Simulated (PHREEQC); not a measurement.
HCl is added in steps, without added water, to 1 kg of water holding 0.0064 mol Na2SeO4, 0.0004 mol NH3 and 0.0035 mol CaCl2, at 20 °C. Oxygen is held at 0.21 atm. The system is closed to CO2. The run lets Portlandite, Halite precipitate or redissolve, and no other solid.

Base run: PHREEQC, ion-association model, wateq4f.dat. Each further column changes one thing. The table gives HSeO4- (mol/kgw).

```
HCl added (mol)      base  metal-ligand complexes left out  all activity coefficients set to 1  Davies equation for every ion  Debye-Hückel limiting law
---------------  --------  -------------------------------  ----------------------------------  -----------------------------  -------------------------
0                1.50e-11                         1.50e-11                            2.25e-11                       1.49e-11                   1.35e-11
0.00047           8.41e-6                          8.41e-6                             1.42e-5                        8.21e-6                    7.11e-6
0.0008225         5.04e-5                          5.04e-5                             8.47e-5                        4.92e-5                    4.25e-5
0.001293         0.000105                         0.000105                            0.000177                       0.000103                    8.89e-5
0.001762         0.000159                         0.000159                            0.000267                       0.000155                   0.000134
0.002115         0.000199                         0.000199                            0.000333                       0.000194                   0.000167
0.002585         0.000251                         0.000251                                   ?                       0.000245                          ?
0.002938         0.000289                         0.000289                            0.000483                       0.000282                   0.000243
0.003407         0.000340                         0.000340                            0.000565                       0.000331                          ?
0.003877         0.000389                         0.000389                            0.000646                       0.000379                          ?
0.00423          0.000425                         0.000425                            0.000706                       0.000415                          ?
0.0047           0.000473                         0.000473                            0.000784                       0.000461                   0.000396
```

Problem. Complete the blanks.

Solution. 
- 0.002585, all activity coefficients set to 1: 0.000419
- 0.002585, Debye-Hückel limiting law: 0.000211
- 0.003407, Debye-Hückel limiting law: 0.000285
- 0.003877, Debye-Hückel limiting law: 0.000326
- 0.00423, Debye-Hückel limiting law: 0.000356
